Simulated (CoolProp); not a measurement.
Values from CoolProp's reference Helmholtz-energy equation of state, Schmidt 1985.

Question: For oxygen, give the phase and the cv (kJ/(kg K)), speed of sound (m/s), conductivity (mW/(m K)), Prandtl number at -152.55 °C and 0.0819 MPa; -152.55 °C and 1.46 MPa; -152.55 °C and 2.99 MPa.

Answer: 
- -152.55 °C and 0.0819 MPa: gas; cv 0.653, speed of sound 208, conductivity 11.0, Prandtl number 0.776
- -152.55 °C and 1.46 MPa: liquid; cv 0.842, speed of sound 640, conductivity 107, Prandtl number 1.74
- -152.55 °C and 2.99 MPa: liquid; cv 0.844, speed of sound 658, conductivity 109, Prandtl number 1.72

Viscosity comes from a separate model (Lemmon 2004). Thermal conductivity comes from a separate model (Lemmon 2004).
